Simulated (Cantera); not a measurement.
A freely propagating, adiabatic, planar premixed flame of H₂ : O₂ : N₂ = 1 : 0.357 : 1.34 (molar parts), unburnt at 523 K and 300000 Pa; multicomponent transport, grid criteria slope 0.08 and curve 0.16, no radiation.

Detailed kinetics in Cantera: the H2/O2 subset of GRI-Mech 3.0, which has no nitrogen chemistry. The hydrogen kinetics of GRI-Mech 3.0 are dated; newer H2 mechanisms differ, most at raised pressure. Burning velocities carry a grid error of a few per cent, more on coarse grids.

### Question
Predict: laminar burning velocity; thermal thickness; peak x(OH); peak x(O); peak x(H); peak x(HO₂).

### Answer
| Property | Result |
|---|---|
| laminar burning velocity | 715 cm/s |
| thermal thickness | 0.102 mm |
| peak x(OH) | 0.0122 |
| peak x(O) | 0.00616 |
| peak x(H) | 0.0614 |
| peak x(HO₂) | 0.000747 |
